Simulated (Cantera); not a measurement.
Input (Python, Cantera) and output of one run.

```python
import numpy as np
import cantera as ct

gas_names = [...]  # 113 gases of nasa_gas.yaml made of C, H, O, Ta
cond_names = """
    C(gr) C6H6(L) C7H8(L) C8H18(L),n-octa H2O(s) H2O(L) Ta(cr) Ta(L) TaC(s) TaC(L) Ta2O5(s) Ta2O5(L)
""".split()


# ... load() reads the species with a 1 bar reference pressure and builds the phases ...
atoms = {
    'Ta(OEt)5': {'Ta': 1, 'C': 10, 'H': 25, 'O': 5},
    'O2': {'O': 2},
    'H2': {'H': 2},
}
top_T = {'C(gr)': 4500}  # K; cautious upper limits of use, not melting points


# ... equilibrate(T, P, feed) seeds the gas with the atoms and calls Mixture.equilibrate('TP', solver="vcs", rtol=1e-11, max_steps=5000) ...
results = []
feed = {'Ta(OEt)5': 1, 'O2': 0.031, 'H2': 1.7}  # mol
T = 2550  # K
for P in [0.1, 0.75, 5.6, 42, 320, 2400, 18000, 130000, 1000000]:
    mix = equilibrate(T, P, feed)
    results.append((T, P, feed, dict(zip(mix.species_names, mix.species_moles))))
    x = sorted(zip(gas.X, gas.species_names), reverse=True)
    print(f"T = {T:g} K  P = {P:g} Pa  gas = {mix.phase_moles(0):.4g} mol")
    print("   x: " + "  ".join(f"{s} {v:.3e}" for v, s in x if v > 1e-06))
    print("   condensed (mol): " + ("  ".join(f"{mix.phase(i).name} {mix.phase_moles(i):.4g}"
          for i in range(1, mix.n_phases) if mix.phase_moles(i) > 1e-12) or "none"))
```

Result:

```
T = 2550 K  P = 0.1 Pa  gas = 36.48 mol
   x: H 7.772e-01  CO 1.388e-01  C 6.894e-02  C3 1.003e-02  C2 4.418e-03  H2 6.208e-04  C2H 3.672e-05  Ta 1.376e-05  CH 1.849e-06  C5 1.648e-06  C4 1.601e-06
   condensed (mol): TaC(s) 0.9995
T = 2550 K  P = 0.75 Pa  gas = 35.22 mol
   x: H 7.962e-01  CO 1.437e-01  C3 2.594e-02  C 2.470e-02  H2 4.886e-03  C2 4.252e-03  C2H 2.715e-04  C5 3.076e-05  C2H2,acetylene 2.092e-05  C4 1.112e-05  CH 5.090e-06
   condensed (mol): TaC(s) 1
T = 2550 K  P = 5.6 Pa  gas = 33.16 mol
   x: H 7.839e-01  CO 1.527e-01  H2 3.537e-02  C3 1.902e-02  C 5.830e-03  C2 1.769e-03  C2H 8.306e-04  C2H2,acetylene 4.704e-04  C5 7.008e-05  C4 1.438e-05  CH 8.834e-06  C4H2 2.588e-06
   condensed (mol): C(gr) 1.635  TaC(s) 1
T = 2550 K  P = 42 Pa  gas = 28.47 mol
   x: H 6.392e-01  CO 1.778e-01  H2 1.764e-01  C3 2.536e-03  C2H2,acetylene 2.346e-03  C 7.773e-04  C2H 6.773e-04  C2 2.359e-04  C4H2 1.291e-05  C5 9.344e-06  CH 7.203e-06  C2H2,vinylidene 2.158e-06  C4 1.917e-06
   condensed (mol): C(gr) 3.51  TaC(s) 1
T = 2550 K  P = 320 Pa  gas = 23.47 mol
   x: H2 4.204e-01  H 3.575e-01  CO 2.156e-01  C2H2,acetylene 5.590e-03  C2H 3.788e-04  C3 3.329e-04  C 1.020e-04  C2 3.096e-05  C4H2 3.076e-05  C2H2,vinylidene 5.143e-06  CH 4.028e-06  CH2 2.118e-06  C5 1.226e-06  CH3 1.185e-06
   condensed (mol): C(gr) 3.627  TaC(s) 1
T = 2550 K  P = 2400 Pa  gas = 20.89 mol
   x: H2 5.942e-01  CO 2.424e-01  H 1.552e-01  C2H2,acetylene 7.903e-03  C2H 1.644e-04  C3 4.438e-05  C4H2 4.348e-05  C 1.360e-05  C2H2,vinylidene 7.270e-06  CH3 5.454e-06  C2 4.128e-06  CH2 2.994e-06  CH 1.749e-06  CH4 1.175e-06
   condensed (mol): C(gr) 3.594  TaC(s) 1
T = 2550 K  P = 18000 Pa  gas = 19.86 mol
   x: H2 6.756e-01  CO 2.549e-01  H 6.043e-02  C2H2,acetylene 8.984e-03  C2H 6.403e-05  C4H2 4.943e-05  CH3 1.811e-05  CH4 1.139e-05  C2H2,vinylidene 8.265e-06  C3 5.918e-06  CH2 3.404e-06  C 1.814e-06
   condensed (mol): C(gr) 3.573  TaC(s) 1
T = 2550 K  P = 130000 Pa  gas = 19.48 mol
   x: H2 7.075e-01  CO 2.598e-01  H 2.301e-02  C2H2,acetylene 9.409e-03  CH4 9.021e-05  CH3 5.215e-05  C4H2 5.177e-05  C2H 2.438e-05  C2H2,vinylidene 8.656e-06  C2H4 5.287e-06  H2O 5.145e-06  CH2 3.565e-06  C3H3,propargyl 1.895e-06  C2H3,vinyl 1.753e-06  HCO 1.036e-06
   condensed (mol): C(gr) 3.563  TaC(s) 1
T = 2550 K  P = 1e+06 Pa  gas = 19.33 mol
   x: H2 7.191e-01  CO 2.619e-01  C2H2,acetylene 9.564e-03  H 8.365e-03  CH4 7.169e-04  CH3 1.482e-04  C4H2 5.262e-05  C2H4 4.202e-05  H2O 4.055e-05  C2H 8.863e-06  C2H2,vinylidene 8.798e-06  C3H3,propargyl 5.386e-06  C2H3,vinyl 4.982e-06  CH2 3.623e-06  HCO 2.921e-06  C3H4,propyne 2.380e-06  CO2 2.330e-06  C3H4,allene 1.038e-06
   condensed (mol): C(gr) 3.545  TaC(s) 1
```

These are equilibrium values from Cantera (NASA tables, ideal gas, pure condensed phases), not measurements of a reactor. The feed counts by its element totals alone. TaC: taken at fixed stoichiometry. Condensed phases not in the tables: Ta2C.
